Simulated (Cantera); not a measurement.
A perfectly stirred reactor is fed with 18.9 % H2, 16.9 % O2, 63.7 % N2, 0.474 % NO, at 101000 Pa; it is adiabatic with a 575 K inlet, and is followed from long to short residence time, starting on the burning branch (τ in s: 0.026, 0.013, 0.0065, 0.0033, 0.0017, 0.00084, 0.00042, 0.00021, 0.00011, 5.5e-05, 2.8e-05).

Computed with Cantera and GRI-Mech 3.0 (53 species, 325 reactions). The mechanism lacks 2 NO + O2 → 2 NO2 and HONO, so NO2 and the effect of NO are under-described below about 1400 K.

Question: Predict: blow-out, bracketed by the residence times tried; x(H2) at τ = 26.0 ms; x(O2) at τ = 26.0 ms; x(NO) at τ = 26.0 ms; x(N2) at τ = 26.0 ms; x(H2O2) at τ = 26.0 ms; x(H2) at τ = 0.840 ms; x(O2) at τ = 0.840 ms; x(NO) at τ = 0.840 ms; x(N2) at τ = 0.840 ms; x(H2O2) at τ = 0.840 ms.

Answer: 
```
Quantity                                                                          Result
------------------------------------------------  --------------------------------------
blow-out, bracketed by the residence times tried  burning at 28.0 µs, the shortest tried
x(H2) at τ = 26.0 ms                                                            0.000610
x(O2) at τ = 26.0 ms                                                              0.0813
x(NO) at τ = 26.0 ms                                                             0.00520
x(N2) at τ = 26.0 ms                                                               0.702
x(H2O2) at τ = 26.0 ms                                                           1.51e-7
x(H2) at τ = 0.840 ms                                                            0.00500
x(O2) at τ = 0.840 ms                                                             0.0804
x(NO) at τ = 0.840 ms                                                            0.00517
x(N2) at τ = 0.840 ms                                                              0.697
x(H2O2) at τ = 0.840 ms                                                          5.20e-7
```
